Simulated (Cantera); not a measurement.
Input: 1 mol Al, 4.1 mol HCl, held at 473.15 K and 75.0 Torr.

Equilibrium computed with Cantera from the NASA thermochemical tables; the gas is ideal and each condensed phase is pure. Candidate condensed phases: Al, AlCl₃; 12 gas species. Rates play no part.

Base state: H₂ 0.484, HCl 0.355, Al₂Cl₆ 0.161, AlCl₃ 0.00126 (mole fractions); condensed: gas only.

### Question
What changes in the equilibrium state with this change: temperature from 473.15 K to 698.15 K?

### Answer
```json
[
 {"species": "H₂", "before": "0.484", "after": "0.451"},
 {"species": "HCl", "before": "0.355", "after": "0.331"},
 {"species": "AlCl₃", "before": "0.00126", "after": "0.135"},
 {"species": "Al₂Cl₆", "before": "0.161", "after": "0.0830"}
]
```
